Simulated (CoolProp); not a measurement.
Vapour-liquid equilibrium of ethane (1) + propylene (2) at 171.5 K; x and y are mole fractions of (1).

Values from CoolProp's multi-fluid Helmholtz-energy mixture model, Bücker 2006 and Lemmon 2013; pair parameters Bell 2016.

```
x     bubble pressure (MPa)  y at the bubble point  dew pressure at overall composition x (MPa)  liquid density (mol/L)
----  ---------------------  ---------------------  -------------------------------------------  ----------------------
0.05               0.006112                  0.456                                     0.003664                   16.12
0.15                0.01102                  0.728                                     0.004065                   16.36
0.25                0.01560                  0.828                                     0.004565                   16.60
0.35                0.01995                  0.882                                     0.005205                   16.86
0.45                0.02416                  0.916                                     0.006053                   17.11
0.55                0.02829                  0.940                                     0.007230                   17.37
0.65                0.03240                  0.958                                     0.008969                   17.64
0.75                0.03652                  0.973                                      0.01179                   17.91
0.85                0.04070                  0.985                                      0.01713                   18.19
0.95                0.04497                  0.995                                      0.03045                   18.48
```

No azeotrope shows between x = 0.05 and 0.95.

The pair parameters rest on a limited set of measurements; away from them the model extrapolates.
